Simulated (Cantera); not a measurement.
An isothermal plug-flow reactor at 1225 K and 0.987 atm (inlet), inlet velocity 2.7 m/s, active area per volume 270 1/m; feed 0.683 % CH₄, 2.93 % O₂, 96.4 % N₂, equivalence ratio 0.47.

Model: Deutschmann's 1995 Pt surface mechanism with GRI-Mech 3.0 gas chemistry, integrated in Cantera. Catalytic surfaces can have several steady states; this one follows from the mechanism file's or the stated starting coverage. Mass transfer to the wall is taken as infinitely fast.

Question: Predict: x(CH₄) at z = 0.014 m; x(O₂) at z = 0.014 m; x(H₂O) at z = 0.014 m; x(CO₂) at z = 0.014 m; x(CO) at z = 0.014 m; θ(free Pt) at the exit; θ(O*) at the exit; θ(OH*) at the exit.

Answer: 
| Item | Value |
|---|---|
| x(CH₄) at z = 0.014 m | 0.00205 |
| x(O₂) at z = 0.014 m | 0.0199 |
| x(H₂O) at z = 0.014 m | 0.00939 |
| x(CO₂) at z = 0.014 m | 0.00465 |
| x(CO) at z = 0.014 m | 4.24e-6 |
| θ(free Pt) at the exit | 0.566 |
| θ(O*) at the exit | 0.433 |
| θ(OH*) at the exit | 0.00113 |
